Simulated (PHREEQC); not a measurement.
Solution (25 °C): 0.91 mol/kgw HF, 0.00047 mol/kgw NaF and 0.014 mol/kgw H2SiF6. Closed to the air; pH follows from the charge balance.

Equilibrium calculation in PHREEQC: ion-association model, phreeqc.dat.

```
Quantity                    Value
-----------------  --------------
pH                           1.20
ionic strength     0.0903 mol/kgw
activity of water           0.984
density               1.005 g/cm³
total alkalinity      -994 meq/kg
```

| species | molality | activity | log γ |
|---|---|---|---|
| HF | 0.826 | 0.843 | 0.009 |
| H+ | 0.0758 | 0.0629 | -0.081 |
| HF2- | 0.0367 | 0.0289 | -0.104 |
| SiF6-2 | 0.0140 | 0.00544 | -0.410 |
| F- | 0.0116 | 0.00893 | -0.114 |
| Na+ | 0.000468 | 0.000370 | -0.102 |
| NaF | 1.86e-6 | 1.90e-6 | 0.009 |

This is a speciation only: nothing precipitates in the calculation. SiF6-2 is the database's only silicon fluoride.
